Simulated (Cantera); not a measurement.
An isothermal, constant-pressure homogeneous reactor starts with C2H4 : H2 = 1 : 82 (molar parts), at 1275 K and 4.20 Torr.

Cantera simulation using GRI-Mech 3.0 (53 species, 325 reactions); the numbers are that mechanism's predictions, not measurements. GRI-Mech 3.0 was tuned for natural gas; its chemistry of ethylene as a main component is partial and can be far from experiment. GRI-Mech 3.0 stops at C3 and has no aromatics, soot or wall deposition, so with more carbon than oxygen in the feed, carbon stays in small species such as C2H2 where larger ones or solid carbon would form. Radical loss at walls, strong at low pressure, is not modelled.

Task: Predict: x(C2H4) at 100 s; x(H2) at 100 s; x(C2H6) at 100 s; x(H) at 100 s; x(C2H2) at 100 s; x(CH3) at 100 s.

Result: 
| Item | Value |
|---|---|
| x(C2H4) at 100 s | 0.000261 (gas-phase equilibrium 0.000179) |
| x(H2) at 100 s | 0.988 (gas-phase equilibrium 0.984) |
| x(C2H6) at 100 s | 6.84e-8 (gas-phase equilibrium 6.45e-8) |
| x(H) at 100 s | 1.10e-5 (gas-phase equilibrium 9.84e-6) |
| x(C2H2) at 100 s | 0.0116 (gas-phase equilibrium 0.00816) |
| x(CH3) at 100 s | 1.82e-8 (gas-phase equilibrium 1.42e-6) |
